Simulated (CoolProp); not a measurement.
R245ca at 408.76 K and 0.348 MPa is throttled through a valve to 0.172 MPa with no heat exchange. Each further row changes one setting.

The numbers come from the reference Helmholtz-energy equation of state, Zhou 2016 in CoolProp.

```json
[
 {"case": "as stated", "temperature change (K)": "(withheld)", "final density (kg/m³)": "(withheld)"},
 {"case": "outlet pressure 0.0516 MPa", "temperature change (K)": "(withheld)", "final density (kg/m³)": "(withheld)"},
 {"case": "outlet pressure 0.224 MPa", "temperature change (K)": "(withheld)", "final density (kg/m³)": "(withheld)"}
]
```

Complete the blanks.


- as stated, temperature change (K): -1.8
- as stated, final density (kg/m³): 6.97
- outlet pressure 0.0516 MPa, temperature change (K): -3.0
- outlet pressure 0.0516 MPa, final density (kg/m³): 2.06
- outlet pressure 0.224 MPa, temperature change (K): -1.3
- outlet pressure 0.224 MPa, final density (kg/m³): 9.12
